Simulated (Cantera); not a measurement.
Input (Python, Cantera) and output of one run.

```python
import numpy as np
import cantera as ct

gas_names = """
    H2 Mg H2S H
""".split()
cond_names = """
    MgS(s) Mg(cr) Mg(L)
""".split()


# ... load() reads the species with a 1 bar reference pressure and builds the phases ...
species = {s.name: s for s in load("nasa_gas.yaml", gas_names) + load("nasa_condensed.yaml", cond_names)}
# Each term lists the table entries of one substance; the one whose range holds T is used.
reactions = {
    'MgS + H2(g) = Mg(g) + H2S(g)':
        [(-1, ['MgS(s)']), (-1, ['H2']), (1, ['Mg']), (1, ['H2S'])],
    '2 H(g) + MgS = Mg + H2S(g)':
        [(-2, ['H']), (-1, ['MgS(s)']), (1, ['Mg(cr)', 'Mg(L)']), (1, ['H2S'])],
}


def pick(names, T):
    return next(species[n] for n in names if species[n].thermo.min_temp <= T <= species[n].thermo.max_temp)


results = []
for label, terms in reactions.items():
    print(label)
    print("     T/K   dH/kJ  dS/(J/K)   dG/kJ   log10 K")
    for T in [300, 375, 450, 525, 600, 675, 750]:
        used = [(nu, pick(names, T)) for nu, names in terms]
        dH = sum(nu * s.thermo.h(T) for nu, s in used) / 1e6
        dS = sum(nu * s.thermo.s(T) for nu, s in used) / 1e3
        dG = dH - T * dS / 1e3
        logK = -dG * 1e6 / (ct.gas_constant * T * np.log(10))
        results.append((label, T, dH, dS, dG, logK, [s.name for _, s in used]))
        print(f"{T:8g} {dH:8.1f} {dS:8.1f} {dG:8.1f} {logK:8.2f}")
```

It prints:

```
MgS + H2(g) = Mg(g) + H2S(g)
     T/K   dH/kJ  dS/(J/K)   dG/kJ   log10 K
     300    472.3    173.3    420.3   -73.18
     375    470.8    168.8    407.5   -56.76
     450    469.3    165.1    395.0   -45.85
     525    467.7    161.9    382.7   -38.08
     600    466.2    159.3    370.7   -32.27
     675    464.8    157.1    358.8   -27.77
     750    463.4    155.1    347.1   -24.17
2 H(g) + MgS = Mg + H2S(g)
     T/K   dH/kJ  dS/(J/K)   dG/kJ   log10 K
     300   -110.8    -41.6    -98.3    17.12
     375   -112.9    -47.9    -95.0    13.23
     450   -115.0    -52.8    -91.2    10.58
     525   -116.9    -56.9    -87.1     8.66
     600   -118.8    -60.2    -82.7     7.20
     675   -120.6    -63.0    -78.0     6.04
     750   -122.2    -65.3    -73.2     5.10
```

Source: NASA polynomial tables (part measured, part estimated), evaluated in Cantera. Condensed species are held in their standard states even where they would react or evaporate.
